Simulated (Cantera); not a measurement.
Cantera run, input and output.

```python
import numpy as np
import cantera as ct

surf = ct.Interface("diamond.yaml", "diamond_100")
gas, bulk = surf.adjacent["gas"], surf.adjacent["diamond"]
k = surf.kinetics_species_index(bulk.species_names[0])
cover = ["c6HH", "c6H*", "c6*H", "c6**", "c6HM", "c6B"]

rows, drift = [], 0.0
print(f"{'T':>10s}{'um/h':>11s}" + "".join(f"{s:>11s}" for s in cover))
for v in [950, 1000, 1050, 1100, 1150, 1200, 1250, 1300, 1350, 1400]:
    T, P, xH, xCH3 = v, 7400, 0.004, 7.2e-05
    gas.TPX = T, P, {"H": xH, "CH3": xCH3, "CH4": 0.0046, "H2": 1 - xH - xCH3 - 0.0046}
    surf.TP = bulk.TP = T, P
    surf.coverages = "c6H*:0.1, c6HH:0.9"
    surf.advance_coverages(100.0)
    before = surf.coverages
    surf.advance_coverages(100.0)
    drift = max(drift, np.max(np.abs(surf.coverages - before) / (surf.coverages + 1e-9)))
    rate = surf.net_production_rates[k] * bulk.mean_molecular_weight / bulk.density * 3.6e9
    rows.append([rate, *surf[cover].coverages])
    print(f"{v:10.4g}{rate:11.4e}" + "".join(f"{x:11.3e}" for x in rows[-1][1:]))
```

Output:

```
         T       um/h       c6HH       c6H*       c6*H       c6**       c6HM        c6B
       950 2.1550e+00  6.340e-01  1.396e-02  3.301e-01  6.530e-03  1.183e-02  5.848e-09
      1000 2.6905e+00  5.899e-01  1.812e-02  3.696e-01  9.480e-03  9.347e-03  7.301e-09
      1050 3.1160e+00  5.484e-01  2.271e-02  4.054e-01  1.318e-02  7.127e-03  8.455e-09
      1100 3.1869e+00  5.100e-01  2.765e-02  4.372e-01  1.763e-02  4.940e-03  8.648e-09
      1150 2.7277e+00  4.749e-01  3.285e-02  4.648e-01  2.280e-02  2.891e-03  7.402e-09
      1200 1.9962e+00  4.430e-01  3.817e-02  4.878e-01  2.857e-02  1.398e-03  5.417e-09
      1250 1.4293e+00  4.141e-01  4.351e-02  5.063e-01  3.480e-02  5.923e-04  3.878e-09
      1300 1.1558e+00  3.886e-01  4.878e-02  5.206e-01  4.131e-02  2.376e-04  3.136e-09
      1350 1.0733e+00  3.662e-01  5.395e-02  5.314e-01  4.793e-02  9.429e-05  2.913e-09
      1400 1.0255e+00  3.470e-01  5.897e-02  5.392e-01  5.450e-02  3.731e-05  2.783e-09
```

Computed with Cantera and the Harris–Goodwin 1993 mechanism for the reconstructed diamond (100) surface.
